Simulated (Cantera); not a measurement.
Input (Python, Cantera) and output of one run.

```python
import numpy as np
import cantera as ct

gas_names = [...]  # 110 gases of nasa_gas.yaml made of C, H, O
cond_names = """
    C(gr) C6H6(L) C7H8(L) C8H18(L),n-octa H2O(s) H2O(L)
""".split()


# ... load() reads the species with a 1 bar reference pressure and builds the phases ...
atoms = {
    'CH3OH': {'C': 1, 'H': 4, 'O': 1},
    'H2': {'H': 2},
    'H2O': {'H': 2, 'O': 1},
}
top_T = {'C(gr)': 4500}  # K; cautious upper limits of use, not melting points


# ... equilibrate(T, P, feed) seeds the gas with the atoms and calls Mixture.equilibrate('TP', solver="vcs", rtol=1e-11, max_steps=5000) ...
results = []
feed = {'CH3OH': 1, 'H2': 37, 'H2O': 0.51}  # mol
P = 1333.22  # Pa
for T in [500, 600, 700, 800, 900, 1000, 1100, 1200]:
    mix = equilibrate(T, P, feed)
    results.append((T, P, feed, dict(zip(mix.species_names, mix.species_moles))))
    x = sorted(zip(gas.X, gas.species_names), reverse=True)
    print(f"T = {T:g} K  P = {P:g} Pa  gas = {mix.phase_moles(0):.4g} mol")
    print("   x: " + "  ".join(f"{s} {v:.3e}" for v, s in x if v > 0.0001))
    print("   condensed (mol): " + ("  ".join(f"{mix.phase(i).name} {mix.phase_moles(i):.4g}"
          for i in range(1, mix.n_phases) if mix.phase_moles(i) > 1e-12) or "none"))
```

Output:

```
T = 500 K  P = 1333.22 Pa  gas = 38.51 mol
   x: H2 9.348e-01  H2O 3.921e-02  CH4 2.597e-02
   condensed (mol): none
T = 600 K  P = 1333.22 Pa  gas = 38.51 mol
   x: H2 9.348e-01  H2O 3.920e-02  CH4 2.596e-02
   condensed (mol): none
T = 700 K  P = 1333.22 Pa  gas = 38.68 mol
   x: H2 9.379e-01  H2O 3.626e-02  CH4 2.366e-02  CO 1.606e-03  CO2 5.848e-04
   condensed (mol): none
T = 800 K  P = 1333.22 Pa  gas = 40.08 mol
   x: H2 9.583e-01  CO 1.824e-02  H2O 1.674e-02  CH4 5.362e-03  CO2 1.345e-03
   condensed (mol): none
T = 900 K  P = 1333.22 Pa  gas = 40.49 mol
   x: H2 9.632e-01  CO 2.377e-02  H2O 1.214e-02  CO2 6.893e-04  CH4 2.356e-04
   condensed (mol): none
T = 1000 K  P = 1333.22 Pa  gas = 40.51 mol
   x: H2 9.632e-01  CO 2.423e-02  H2O 1.216e-02  CO2 4.393e-04
   condensed (mol): none
T = 1100 K  P = 1333.22 Pa  gas = 40.51 mol
   x: H2 9.630e-01  CO 2.438e-02  H2O 1.228e-02  CO2 3.068e-04
   condensed (mol): none
T = 1200 K  P = 1333.22 Pa  gas = 40.51 mol
   x: H2 9.630e-01  CO 2.446e-02  H2O 1.236e-02  CO2 2.286e-04
   condensed (mol): none
```

These are equilibrium values from Cantera (NASA tables, ideal gas, pure condensed phases), not measurements of a reactor.
